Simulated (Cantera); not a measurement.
Feed: 1 mol Si2H6, 0.82 mol Cl2, 84 mol N2, at 17.3 Torr.

These are equilibrium values from Cantera (NASA tables, ideal gas, pure condensed phases), not measurements of a reactor. Candidate condensed phases: NH4Cl, Si, Si3N4; 28 gas species. The feed counts by its element totals alone. N2 is the only nitrogen source here; it is nearly inert below about 1500 K, so the nitride shown seldom forms there in practice. Kinetics and transport are ignored. All values below are at 952 °C.

Base state: N2 0.956, H2 0.0252, HCl 0.0189 (mole fractions); condensed: Si3N4(s).

Task: What changes in the equilibrium state with this change: Si2H6 replaced by SiH4?

Result: 
| species | before | after |
|---|---|---|
| N2 | 0.956 | 0.967 |
| HCl | 0.0189 | 0.0189 |
| H2 | 0.0252 | 0.0138 |
| SiCl4 | 8.61e-6 | 2.85e-5 |
| SiCl2 | 6.81e-6 | 1.23e-5 |
| Si3N4(s), mol | 0.666 | 0.332 |
